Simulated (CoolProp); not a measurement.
Vapour-liquid equilibrium of R125 (1) + R245fa (2) at 393 kPa; x and y are mole fractions of (1).

Values from CoolProp's multi-fluid Helmholtz-energy mixture model, Lemmon 2005 and Akasaka 2015; pair parameters Bell 2016.

Question: Give the bubble temperature and the first vapour's composition at x = 0.05, 0.425, 0.95. Is there an azeotrope?

Answer: x = 0.05: 318.6 K, y = 0.255; x = 0.425: 280.2 K, y = 0.872; x = 0.95: 258.8 K, y = 0.995. No azeotrope shows between x = 0.05 and 0.95.

The pair parameters rest on a limited set of measurements; away from them the model extrapolates.
